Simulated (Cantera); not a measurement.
A perfectly stirred reactor is fed with 14.9 % CH₃OH, 17.2 % O₂, 64.8 % N₂, 3.13 % CO₂, at 14.8 atm; it is adiabatic with a 300 K inlet, and is followed from long to short residence time, starting on the burning branch (τ in s: 0.061, 0.027, 0.012, 0.0051, 0.0022, 0.00096, 0.00042, 0.00018, 8e-05, 3.5e-05, 1.5e-05).

Detailed kinetics in Cantera: GRI-Mech 3.0 (53 species, 325 reactions). GRI-Mech 3.0 was tuned for natural gas; its chemistry of methanol as a main component is partial and can be far from experiment. The pressure lies above the range GRI-Mech 3.0 was tuned for (to about 10 atm).

### Question
Predict: blow-out, bracketed by the residence times tried; x(CH₃OH) at τ = 61.0 ms; x(O₂) at τ = 61.0 ms; x(CO₂) at τ = 61.0 ms; x(HCO) at τ = 61.0 ms; x(CH₃OH) at τ = 0.960 ms; x(O₂) at τ = 0.960 ms; x(CO₂) at τ = 0.960 ms; x(HCO) at τ = 0.960 ms.

### Answer
```json
{
  "blow_out_bracketed_by_the_residence_times_tried": "burning at 35.0 µs, out at 15.0 µs",
  "x(CH₃OH) at τ = 61.0 ms": "1.63e-6",
  "x(O₂) at τ = 61.0 ms": "5.22e-5",
  "x(CO₂) at τ = 61.0 ms": "0.0987",
  "x(HCO) at τ = 61.0 ms": "6.40e-8",
  "x(CH₃OH) at τ = 0.960 ms": "1.92e-5",
  "x(O₂) at τ = 0.960 ms": "0.000647",
  "x(CO₂) at τ = 0.960 ms": "0.0978",
  "x(HCO) at τ = 0.960 ms": "7.57e-7"
}
```
